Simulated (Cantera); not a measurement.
Feed: 1 mol Nb2O5, 14 mol H2, 0.098 mol H2O, equilibrated at 1.33 mbar.

Method: chemical equilibrium by Gibbs-energy minimisation in Cantera with the NASA 1993 tables (ideal gas, pure condensed phases). Candidate condensed phases: H2O, Nb, NbO, NbO2, Nb2O5; 12 gas species. Mutual solubility and eutectic melting of coexisting phases are not modelled. Condensed phases not in the tables: the oxides between NbO2 and Nb2O5. Kinetics and transport are ignored.

At 1275 K, list the 3 most abundant gas species with their mole fractions, and the condensed phases.

H2 0.968, H2O 0.0321, H 1.99e-5. Condensed: NbO2(s) + Nb2O5(s).
